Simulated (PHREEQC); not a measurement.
## Buffer

A solution holds 0.031 mol/kgw HF and 0.00374 mol/kgw NaOH, at 25 °C. Closed to the air; pH follows from the charge balance.

Model: ion-association model, wateq4f.dat, run in PHREEQC.

No solid was allowed to form.

**Question.** What pH does the model give?

**Answer.** pH 2.58.

**Question.** In which forms is F present?

**Answer.** HF 69 %, F- 19 %, H2F2 7.8 %, HF2- 3.2 % of the F.

Complexes and solids missing from the database can't appear. wateq4f.dat counts part of the HF as a dimer, H2F2, which phreeqc.dat doesn't know; its constant is uncertain.
